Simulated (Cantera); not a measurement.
Input: 1 mol Si₃N₄, 0.75 mol H₂O, 0.56 mol H₂, held at 1727 °C.

Method: chemical equilibrium by Gibbs-energy minimisation in Cantera with the NASA 1993 tables (ideal gas, pure condensed phases). Candidate condensed phases: H₂O, Si, SiO₂, Si₂N₂O, Si₃N₄; 35 gas species. Mutual solubility and eutectic melting of coexisting phases are not modelled. Gases not in the tables: Si₂H₆ and higher silanes. Kinetics and transport are ignored.

Q: Which condensed phases are stable at each of these points (P (Pa)): 1, 10, 100, 1000, 10000, 100000?

A: 
```json
[
 {"P (Pa)": "1", "condensed phases": "gas only", "Si condensed (%)": "0.0"},
 {"P (Pa)": "10", "condensed phases": "gas only", "Si condensed (%)": "0.0"},
 {"P (Pa)": "100", "condensed phases": "Si(l)", "Si condensed (%)": "68.4"},
 {"P (Pa)": "1000", "condensed phases": "Si(l)", "Si condensed (%)": "74.3"},
 {"P (Pa)": "10000", "condensed phases": "Si(l)", "Si condensed (%)": "74.9"},
 {"P (Pa)": "100000", "condensed phases": "Si(l) + Si₂N₂O(s) + Si₃N₄(s)", "Si condensed (%)": "99.7"}
]
```

From 1.00e-5 bar to 0.000100 bar nothing is condensed. From 0.00100 bar to 0.100 bar the condensed part is Si(l). At 1.00 bar the condensed part is Si(l) + Si₂N₂O(s) + Si₃N₄(s).
